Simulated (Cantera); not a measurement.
Cantera run, input and output.

```python
import numpy as np
import cantera as ct

gas = ct.Solution("gri30.yaml")
gas.TPX = 1550, 500000, {'CH2O': 0.016, 'O2': 0.041, 'N2': 1}
reactor = ct.IdealGasConstPressureReactor(gas, energy="off", clone=False)
net = ct.ReactorNet([reactor])
net.rtol, net.atol = 1e-08, 1e-18
show = ['CH2O', 'O2', 'H2', 'CH2', 'NO', 'C2H2']
times = np.geomspace(1e-05, 100, 11)

steps = ct.SolutionArray(gas, extra=["t"])
rows = []
print(f"{'t/s':>10s}{'T/K':>9s}{'P/Pa':>11s}" + "".join(f"{s:>11s}" for s in show))
for t in times:
    while net.time < t:
        t_next = net.step()
        steps.append(gas.state, t=t_next)
    rows.append([np.interp(t, steps.t, y) for y in (steps.T, steps.P, *steps(*show).X.T)])
    print(f"{t:10.3e}{rows[-1][0]:9.1f}{rows[-1][1]:11.4g}" + "".join(f"{x:11.3e}" for x in rows[-1][2:]))
rate = np.gradient(steps.T, steps.t)
print("integrator steps:", len(steps.t))
if steps.T.max() > steps.T[0] + 200:
    print(f"time of steepest temperature rise: {steps.t[rate.argmax()]:.4e} s")
gas.TPX = 1550, 500000, {'CH2O': 0.016, 'O2': 0.041, 'N2': 1}
gas.equilibrate("TP")
print(f"equilibrium (TP): T = {gas.T:.1f} K  " + "  ".join(f"{s} {gas[s].X[0]:.3e}" for s in show))
```

It prints:

```
       t/s      T/K       P/Pa       CH2O         O2         H2        CH2         NO       C2H2
 1.000e-05   1550.0      5e+05  1.372e-02  3.810e-02  6.547e-04  1.715e-10  2.671e-12  1.928e-16
 5.012e-05   1550.0      5e+05  2.768e-10  2.910e-02  7.439e-04  9.087e-13  5.405e-07  4.147e-16
 2.512e-04   1550.0      5e+05  2.436e-12  2.484e-02  9.120e-05  1.544e-19  2.696e-06  3.964e-21
 1.259e-03   1550.0      5e+05  4.118e-15  2.372e-02  8.185e-06 -1.172e-19  3.144e-06 -5.799e-24
 6.310e-03   1550.0      5e+05  6.151e-18  2.364e-02  5.221e-07  2.401e-22  3.267e-06 -1.131e-25
 3.162e-02   1550.0      5e+05  1.620e-19  2.365e-02  1.614e-07 -8.903e-25  3.289e-06 -3.212e-26
 1.585e-01   1550.0      5e+05  1.556e-19  2.365e-02  1.601e-07  2.175e-29  3.309e-06 -9.629e-27
 7.943e-01   1550.0      5e+05  1.556e-19  2.365e-02  1.601e-07  9.174e-30  3.409e-06 -5.043e-30
 3.981e+00   1550.0      5e+05  1.556e-19  2.365e-02  1.601e-07  3.035e-31  3.910e-06  1.044e-30
 1.995e+01   1550.0      5e+05  1.556e-19  2.364e-02  1.601e-07  7.867e-32  6.420e-06 -1.138e-34
 1.000e+02   1550.0      5e+05  1.556e-19  2.364e-02  1.601e-07  7.553e-32  1.895e-05 -2.664e-37
integrator steps: 1756
equilibrium (TP): T = 1550.0 K  CH2O 1.575e-19  O2 2.336e-02  H2 1.610e-07  CH2 1.671e-31  NO 5.692e-04  C2H2 2.126e-39
```

Computed with Cantera and GRI-Mech 3.0 (53 species, 325 reactions).
